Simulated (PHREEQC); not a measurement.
KOH is added in steps, without added water, to 1 kg of water holding 0.00033 mol/kgw Na2SeO4, 0.082 mol/kgw NaHCO3 and 0.046 mol/kgw NaCl, at 25 °C. Oxygen alone is held at its pressure in air (log pO2 = -0.68). CO2 from the air is kept out. The run lets Halite, Nahcolite, Natron precipitate or redissolve, and no other solid.

Base run: PHREEQC, ion-association model, wateq4f.dat. Each further column changes one thing. The table gives CO3-2 (mol/kgw).

| KOH added (mol) | base | Davies equation for every ion | metal-ligand complexes left out | Debye-Hückel limiting law | all activity coefficients set to 1 |
|---|---|---|---|---|---|
| 0 | 0.000737 | 0.000747 | 0.00105 | 0.00100 | 0.000421 |
| 0.01 | 0.00567 | 0.00572 | 0.0101 | 0.00729 | 0.00318 |
| 0.025 | 0.0145 | 0.0146 | 0.0250 | 0.0187 | 0.00827 |
| 0.04 | 0.0239 | 0.0240 | 0.0399 | 0.0311 | 0.0139 |
| 0.05 | 0.0305 | 0.0305 | [?] | [?] | 0.0180 |
| 0.06 | 0.0372 | 0.0372 | 0.0596 | 0.0485 | 0.0223 |
| 0.075 | 0.0474 | 0.0472 | 0.0738 | [?] | 0.0291 |
| 0.09 | 0.0526 | 0.0522 | 0.0808 | 0.0687 | 0.0326 |
| 0.1 | 0.0531 | 0.0526 | 0.0814 | 0.0694 | [?] |

What belongs in the gaps?


- 0.05, metal-ligand complexes left out: 0.0498
- 0.05, Debye-Hückel limiting law: 0.0397
- 0.075, Debye-Hückel limiting law: 0.0618
- 0.1, all activity coefficients set to 1: 0.0328
